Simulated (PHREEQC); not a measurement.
A PHREEQC speciation (ion-association model, wateq4f.dat) at 85 °C gives pH 3.36 and these molalities:

```
species      mol/kgw
----------  --------
Ni+2          0.0355
SO4-2         0.0335
NiSO4         0.0295
HSO4-        0.00268
H2PO4-       0.00185
H+          0.000548
H3PO4       0.000154
Ni(SO4)2-2   3.54e-5
HPO4-2       8.79e-7
NiOH+        1.50e-7
```

Q: What are the element totals, and what could have been dissolved in 1 kg of water to give them?

A: Several could match; the one computed here: totals Ni 0.0650, P 0.00200, S(6) 0.0657 mol/kgw, from 0.002 mol H3PO4, 0.00069 mol H2SO4 and 0.065 mol NiSO4 per kg of water.

No solid was allowed to form. Species that the database lacks are ignored. H3PO4, which wateq4f.dat lacks, is added to it with the constant of phreeqc.dat. Away from 25 °C the constants follow the database's enthalpies or fits; those with neither stay at their 25 °C values. The database has no phosphate complexes of Ni.
